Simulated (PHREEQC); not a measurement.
Make-up at 36 °C: 0.04 mol HF, 0.0027 mol KF and 8.3e-05 mol HCl per kg of water. Closed to the air; pH follows from the charge balance.

All values are PHREEQC results (ion-association model, phreeqc.dat), not measurements.

Precipitation was switched off in this run.

### Question
Order these F species by the share of F that they hold, largest first: HF2-, HF, F-.

### Answer
HF (83 %), F- (13 %), HF2- (3.9 %)

The pH is 2.44 and the ionic strength 0.00666 mol/kgw. Species that the database lacks are ignored. At this temperature some constants are extrapolated from 25 °C, and those without enthalpy data are left unchanged.
